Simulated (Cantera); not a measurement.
A closed system holds: 1 mol Si2H6, 420 mol H2, at 75.0 mbar.

Equilibrium computed with Cantera from the NASA thermochemical tables; the gas is ideal and each condensed phase is pure. Candidate condensed phases: Si; 9 gas species. The feed counts by its element totals alone. Kinetics and transport are ignored. All values below are at 1198 K.

Base state: H2 1.000 (mole fractions); condensed: Si(s).

### Question
What changes in the equilibrium state with this change: Si2H6 replaced by Si2Cl6?

### Answer
| species | before | after |
|---|---|---|
| H2 | 1.000 | 0.987 |
| HCl | 0 | 0.0129 |
| SiCl2 | 0 | 0.000394 |
| SiHCl3 | 0 | 7.63e-5 |
| SiCl3 | 0 | 4.06e-5 |
| Si(s), mol | 2.00 | 1.76 |
The tables' values for SiCl3 are old estimates; treat these amounts as uncertain.
